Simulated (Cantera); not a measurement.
An isothermal, constant-pressure homogeneous reactor starts with 26.1 % C2H6, 73.1 % N2, 0.731 % H2O, at 1850 K and 0.00424 atm.

Model: GRI-Mech 3.0 (53 species, 325 reactions), integrated in Cantera. GRI-Mech 3.0 stops at C3 and has no aromatics, soot or wall deposition, so with more carbon than oxygen in the feed, carbon stays in small species such as C2H2 where larger ones or solid carbon would form. Radical loss at walls, strong at low pressure, is not modelled.

Question: Predict: x(C2H6) at 2.00 s; x(H2) at 2.00 s; x(CH3) at 2.00 s; x(CH2) at 2.00 s; x(H) at 2.00 s.

Answer: 
```json
{
  "x(C2H6) at 2.00 s": "1.50e-8 (gas-phase equilibrium 3.77e-12)",
  "x(H2) at 2.00 s": "0.344 (gas-phase equilibrium 0.345)",
  "x(CH3) at 2.00 s": "0.000187 (gas-phase equilibrium 3.18e-6)",
  "x(CH2) at 2.00 s": "2.02e-6 (gas-phase equilibrium 5.23e-8)",
  "x(H) at 2.00 s": "0.00326 (gas-phase equilibrium 0.00486)"
}
```
